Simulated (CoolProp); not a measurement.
The fluoroketone C6F12O (FK-5-1-12) at 298.15 K and 0.016 MPa is compressed adiabatically to 0.0595 MPa with isentropic efficiency 0.7. Each further row changes one setting.

Model: reference Helmholtz-energy equation of state, McLinden 2015, in CoolProp.

| case | work (kJ/kg) | final temperature (K) | final density (kg/m³) |
|---|---|---|---|
| as stated | 14.7 | [?] | [?] |
| efficiency 1 | 10.3 | [?] | 7.59 |
| efficiency 0.65 | 15.8 | [?] | 7.42 |

Q: What belongs in the gaps?

A: 
- as stated, final temperature (K): 316.1
- as stated, final density (kg/m³): 7.45
- efficiency 1, final temperature (K): 311.1
- efficiency 0.65, final temperature (K): 317.3
